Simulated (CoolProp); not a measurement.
Vapour-liquid equilibrium of R125 (1) + R152A (2) at 0.0433 MPa; x and y are mole fractions of (1).

Computed with CoolProp (multi-fluid Helmholtz-energy mixture model, Lemmon 2005 and Outcalt 1996; pair parameters Bell 2016).

```
x     bubble temperature (°C)  y at the bubble point  dew temperature at overall composition x (°C)  liquid density (mol/L)
----  -----------------------  ---------------------  ---------------------------------------------  ----------------------
0.05                    -43.8                  0.148                                          -42.4                   15.72
0.15                    -47.2                  0.362                                          -43.8                   15.43
0.25                    -50.0                  0.513                                          -45.4                   15.13
0.35                    -52.3                  0.628                                          -47.0                   14.84
0.45                    -54.5                  0.721                                          -48.8                   14.56
0.55                    -56.4                  0.798                                          -50.7                   14.28
0.65                    -58.3                  0.862                                          -52.8                   14.01
0.75                    -60.1                  0.914                                          -55.2                   13.74
0.85                    -61.7                  0.955                                          -58.0                   13.47
0.95                    -63.3                  0.987                                          -61.5                   13.21
```

No azeotrope shows between x = 0.05 and 0.95.

Pair parameters are fitted to limited data, so mixtures are less certain than the pure fluids. The gap from Raoult's law changes sign with composition, which may be real or a fault of the pair parameters; it wasn't checked against measurements.
